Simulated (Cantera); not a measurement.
A closed system holds: 1 mol Si, 0.5 mol Cl2, 7.3 mol H2, equilibrated at 748 K and 0.400 bar.

These are equilibrium values from Cantera (NASA tables, ideal gas, pure condensed phases), not measurements of a reactor. Candidate condensed phases: Si; 19 gas species. Rates play no part.

### Question
What is the equilibrium state?

### Answer
x(H2): 0.962
x(SiCl4): 0.0210
x(SiHCl3): 0.0156
x(SiH2Cl2): 0.000848
x(HCl): 0.000568
x(SiH3Cl): 1.03e-5
x(SiCl3): 5.67e-6
n(Si(s)): 0.718 mol
gas amount: 7.519 mol
